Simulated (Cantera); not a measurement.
A Cantera script and what it prints.

```python
import numpy as np
import cantera as ct

gas_names = """
    C CO CO2 C2 C2O C3 C3O2 C4 C5 Cu CuO Cu2 O O2 O3
""".split()
cond_names = """
    C(gr) Cu(cr) Cu(L) CuO(s) Cu2O(s) Cu2O(L)
""".split()


# ... load() reads the species with a 1 bar reference pressure and builds the phases ...
atoms = {
    'Cu': {'Cu': 1},
    'O2': {'O': 2},
    'CO': {'C': 1, 'O': 1},
}
top_T = {'C(gr)': 4500, 'CuO(s)': 1390}  # K; cautious upper limits of use, not melting points


# ... equilibrate(T, P, feed) seeds the gas with the atoms and calls Mixture.equilibrate('TP', solver="vcs", rtol=1e-11, max_steps=5000) ...
results = []
feed = {'Cu': 1, 'O2': 0.065, 'CO': 3.7}  # mol
T = 1825  # K
for P in [10, 41, 160, 670, 2700, 11000, 45000, 180000, 740000, 3000000]:
    mix = equilibrate(T, P, feed)
    results.append((T, P, feed, dict(zip(mix.species_names, mix.species_moles))))

top = {s: max(r[3][s] / sum(r[3][g] for g in gas_names) for r in results) for s in gas_names}
cols = sorted((s for s in top if top[s] > 0.001), key=lambda s: -top[s])[:5]
seen = [c for c in cond_names if any(r[3].get(c, 0) > 1e-12 for r in results)]
print("log10 of partial pressures in bar; condensed amounts in mol")
print(f"{'P/Pa':>10s}" + "".join(f"{s[:9]:>10s}" for s in cols + seen))
for T, P, feed, n in results:
    ng = sum(n[g] for g in gas_names)
    print(f"{P:10.4g}" + "".join(f"{np.log10(max(n[s] / ng * P / 1e5, 1e-99)):10.3f}" for s in cols)
          + "".join(f"{n.get(c, 0):10.4g}" for c in seen))
```

Result:

```
log10 of partial pressures in bar; condensed amounts in mol
      P/Pa        CO        Cu       CO2     Cu(L)
        10    -4.119    -4.672    -5.558         0
        41    -3.507    -4.060    -4.945         0
       160    -2.915    -3.469    -4.354         0
       670    -2.239    -3.143    -3.678    0.5525
      2700    -1.596    -3.143    -3.035    0.8982
   1.1e+04    -0.977    -3.143    -2.416    0.9755
   4.5e+04    -0.363    -3.143    -1.802     0.994
   1.8e+05     0.240    -3.143    -1.199    0.9985
   7.4e+05     0.854    -3.143    -0.585    0.9996
     3e+06     1.462    -3.143     0.023    0.9999
```

Equilibrium computed with Cantera from the NASA thermochemical tables; the gas is ideal and each condensed phase is pure.
